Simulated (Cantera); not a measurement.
Input: 1 mol SiHCl3, 0.16 mol C2H2, 36 mol H2, a varied amount of HCl, equilibrated at 2200 K and 0.710 bar.

These are equilibrium values from Cantera (NASA tables, ideal gas, pure condensed phases), not measurements of a reactor. Candidate condensed phases: C, C6H6, C7H8, C8H18, Si, SiC; 109 gas species. Mutual solubility and eutectic melting of coexisting phases are not modelled. The tables' values for SiCl, SiCl3 are old estimates; treat these amounts as uncertain. Gases not in the tables: Si2H6 and higher silanes. Equilibrium is a limit: real reactors are often held back by kinetics, nucleation or transport.

Question: At 0.36 mol HCl, list the 4 most abundant gas species with their mole fractions, and the condensed phases.

Answer: H2 0.915, HCl 0.0670, SiCl2 0.00946, H 0.00639. Condensed: Si(l) + SiC(s).
